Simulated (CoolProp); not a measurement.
Cyclopropane at 417.96 K and 0.474 MPa is throttled through a valve to 0.0699 MPa with no heat exchange. Each further row changes one setting.

The numbers come from the reference Helmholtz-energy equation of state, Polt 1992 in CoolProp. This equation is an older, rougher fit.

```csv
case,temperature change (K),final density (kg/m³)
as stated,-2.9,0.856
outlet pressure 0.021 MPa,-3.2,0.257
outlet pressure 0.0909 MPa,-2.7,1.11
```
